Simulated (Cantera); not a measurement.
Charge: 1 mol CH₃SiCl₃, 2.5 mol CH₄, 55 mol H₂, at 10.0 mbar.

Cantera equilibrium calculation (NASA polynomials, part measured and part estimated; ideal gas, pure solids and liquids). Candidate condensed phases: C, C₆H₆, C₇H₈, C₈H₁₈, Si, SiC; 109 gas species. The feed counts by its element totals alone. Equilibrium is a limit: real reactors are often held back by kinetics, nucleation or transport. All values below are at 1450 K.

Base state: H₂ 0.952, HCl 0.0475, H 9.23e-5, SiCl₂ 4.36e-5, CH₄ 2.99e-5 (mole fractions); condensed: C(graphite) + SiC(s).

**Question.** What changes in the equilibrium state with this change: CH₃SiCl₃ replaced by (CH₃)₂SiCl₂?

**Answer.** 
| species | before | after |
|---|---|---|
| H₂ | 0.952 | 0.969 |
| HCl | 0.0475 | 0.0312 |
| H | 9.23e-5 | 9.31e-5 |
| SiCl₂ | 4.36e-5 | 1.85e-5 |
| CH₄ | 2.99e-5 | 3.10e-5 |
| C(graphite), mol | 2.50 | 3.50 |
| SiC(s), mol | 0.997 | 0.999 |
